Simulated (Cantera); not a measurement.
# Adiabatic ignition

An adiabatic, constant-volume homogeneous reactor starts with CH3OH : O2 : N2 = 1 : 2.11 : 13.3 (molar parts), at 1575 K and 1000000 Pa.

Computed with Cantera and GRI-Mech 3.0 (53 species, 325 reactions). GRI-Mech 3.0 was tuned for natural gas; its chemistry of methanol as a main component is partial and can be far from experiment.

```
t (s)     T (K)  P (bar)   x CH3OH    x O2    x CO2     x HCN   x C2H6
--------  -----  -------  --------  ------  -------  --------  -------
3.00e-6    1575     10.0    0.0605   0.128  1.19e-5    <1e-12  1.73e-7
7.89e-6    1579     10.0    0.0585   0.127  3.23e-5  4.66e-12  3.89e-7
2.08e-5    2278     15.4  1.01e-12  0.0519   0.0185   5.14e-9   <1e-12
5.46e-5    2722     18.0    <1e-12  0.0369   0.0517  9.93e-11   <1e-12
0.000144   2718     17.9    <1e-12  0.0359   0.0517  1.20e-10   <1e-12
0.000378   2710     17.9    <1e-12  0.0341   0.0518  1.55e-10   <1e-12
0.000994   2701     17.8    <1e-12  0.0322   0.0519  1.88e-10   <1e-12
0.00262    2698     17.8    <1e-12  0.0315   0.0519  1.99e-10   <1e-12
0.00688    2698     17.8    <1e-12  0.0315   0.0519  1.99e-10   <1e-12
0.0181     2698     17.8    <1e-12  0.0315   0.0519  1.99e-10   <1e-12
0.0476     2698     17.8    <1e-12  0.0315   0.0519  1.99e-10   <1e-12
0.125      2698     17.8    <1e-12  0.0315   0.0519  1.99e-10   <1e-12
0.330      2698     17.8    <1e-12  0.0315   0.0519  1.99e-10   <1e-12
0.867      2698     17.8    <1e-12  0.0315   0.0519  1.99e-10   <1e-12
2.28       2698     17.8    <1e-12  0.0315   0.0519  1.99e-10   <1e-12
6.00       2698     17.8    <1e-12  0.0315   0.0519  1.99e-10   <1e-12
```
x: mole fraction; the columns are a selection and need not sum to one.

```json
{
 "time_of_steepest_temperature_rise": "20.3 µs",
 "temperature at 6.00 s": "2698 K",
 "equilibrium_temperature": "2698 K",
 "x(CH3OH) at 6.00 s": "<1e-12 (gas-phase equilibrium <1e-12)",
 "x(O2) at 6.00 s": "0.0315 (gas-phase equilibrium 0.0315)",
 "x(CO2) at 6.00 s": "0.0519 (gas-phase equilibrium 0.0519)"
}
```
